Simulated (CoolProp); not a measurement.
R365MFC along the isotherm 500 K: fugacity coefficient from the reference equation and from simpler models built on Tc = 460.0 K, pc = 3.266 MPa, ω = 0.377; each cubic takes its own stable root.

Model: reference Helmholtz-energy equation of state, Lemmon 2016, in CoolProp.

```tsv
p (MPa)	phase	reference
0.0258	gas	0.9978
0.039	gas	0.9967
0.0588	gas	0.9950
0.0887	gas	0.9925
0.134	gas	0.9886
0.202	gas	0.9829
0.304	gas	0.9743
0.459	gas	0.9613
0.693	gas	0.9420
1.05	gas	0.9129
1.58	gas	0.8709
2.38	gas	0.8098
3.59	supercritical	0.7227
5.41	supercritical	0.6041
8.17	supercritical	0.4743
```

Task: How far does each simpler model (van der Waals, Redlich-Kwong, Soave-Redlich-Kwong, Peng-Robinson) lie from the reference over these 15 states: mean and median of the absolute difference, and the worst?

Result: 
- van der Waals: mean 0.7 %, median 0.5 %, worst +2.0 % at 500 K and 2.38 MPa
- Redlich-Kwong: mean 0.4 %, median 0.1 %, worst -2.1 % at 500 K and 5.41 MPa
- Soave-Redlich-Kwong: mean 1.2 %, median 0.4 %, worst +5.9 % at 500 K and 8.17 MPa
- Peng-Robinson: mean 0.3 %, median 0.1 %, worst -1.5 % at 500 K and 5.41 MPa
